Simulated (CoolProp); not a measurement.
Vapour-liquid equilibrium of benzene (1) + octamethylcyclotetrasiloxane (D4) (2) at 5.5 bar; x and y are mole fractions of (1).

Computed with CoolProp (multi-fluid Helmholtz-energy mixture model, Thol 2012 and Thol 2015; pair parameters Bell 2016).

```
x     bubble temperature, mixture model (K)  bubble temperature, Raoult's law (K)  y, mixture model  y, Raoult's law
----  -------------------------------------  ------------------------------------  ----------------  ---------------
0.05                                  523.1                                 516.9             0.130            0.250
0.2                                   499.6                                 486.8             0.489            0.648
0.35                                  477.3                                 466.3             0.727            0.818
0.5                                   459.0                                 451.2             0.857            0.902
0.65                                  444.6                                 439.6             0.929            0.949
0.8                                   432.8                                 430.3             0.971            0.978
0.95                                  423.1                                 422.6             0.995            0.996
```

The largest gap from Raoult's law is +12.8 K in bubble temperature, at x = 0.2. No azeotrope shows between x = 0.05 and 0.95.

The pair parameters rest on a limited set of measurements; away from them the model extrapolates.
